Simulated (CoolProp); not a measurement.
Vapour-liquid equilibrium of R125 (1) + R1234yf (2) at 0.0263 MPa; x and y are mole fractions of (1).

Values from CoolProp's multi-fluid Helmholtz-energy mixture model, Lemmon 2005 and Lemmon 2022; pair parameters Bell 2023.

| x | bubble temperature (K) | y at the bubble point | dew temperature at overall composition x (K) | liquid density (mol/L) |
|---|---|---|---|---|
| 0.05 | 215.6 | 0.119 | 216.4 | 11.79 |
| 0.15 | 213.2 | 0.313 | 215.2 | 11.94 |
| 0.25 | 211.2 | 0.463 | 214.0 | 12.09 |
| 0.35 | 209.4 | 0.583 | 212.8 | 12.24 |
| 0.45 | 207.7 | 0.680 | 211.4 | 12.39 |
| 0.55 | 206.3 | 0.761 | 209.9 | 12.54 |
| 0.65 | 204.9 | 0.829 | 208.3 | 12.70 |
| 0.75 | 203.7 | 0.887 | 206.5 | 12.87 |
| 0.85 | 202.6 | 0.937 | 204.5 | 13.04 |
| 0.95 | 201.5 | 0.980 | 202.3 | 13.21 |

No azeotrope shows between x = 0.05 and 0.95.

Pair parameters are fitted to limited data, so mixtures are less certain than the pure fluids.
